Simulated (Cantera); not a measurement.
Input: 1 mol Al, 11 mol HCl, held at 598.15 K and 3.23 Torr.

Equilibrium computed with Cantera from the NASA thermochemical tables; the gas is ideal and each condensed phase is pure. Candidate condensed phases: Al, AlCl3; 12 gas species. Kinetics and transport are ignored.

Base state: HCl 0.777, H2 0.146, AlCl3 0.0564, Al2Cl6 0.0204 (mole fractions); condensed: gas only.

Task: What changes in the equilibrium state with this change: temperature from 598.15 K to 673 K?

Result: 
```csv
species,before,after
HCl,0.777,0.764
H2,0.146,0.143
AlCl3,0.0564,0.0888
Al2Cl6,0.0204,0.00336
```
